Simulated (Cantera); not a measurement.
Charge: 1 mol SiH₄, 0.086 mol C₂H₄, 130 mol H₂, at 1.00 Torr.

Cantera equilibrium calculation (NASA polynomials, part measured and part estimated; ideal gas, pure solids and liquids). Candidate condensed phases: C, C₆H₆, C₇H₈, C₈H₁₈, Si, SiC; 87 gas species. Equilibrium is a limit: real reactors are often held back by kinetics, nucleation or transport. All values below are at 2573 K.

Base state: H 0.595, H₂ 0.400, Si 0.00517, C₂H₂ (acetylene) 0.000279, SiC₂ 7.87e-5, C 7.24e-5, C₂H 3.47e-5, SiH 2.83e-5 (mole fractions); condensed: gas only.

What changes in the equilibrium state with this change: pressure from 1.00 Torr to 53.3 Torr?


| species | before | after |
|---|---|---|
| H₂ | 0.400 | 0.872 |
| H | 0.595 | 0.120 |
| Si | 0.00517 | 0.00643 |
| SiH₂ | 4.50e-7 | 6.51e-5 |
| Si₂ | 1.31e-7 | 1.08e-5 |
| Si₂C | 5.85e-7 | 4.35e-5 |
Gases not in the tables: Si₂H₆ and higher silanes.
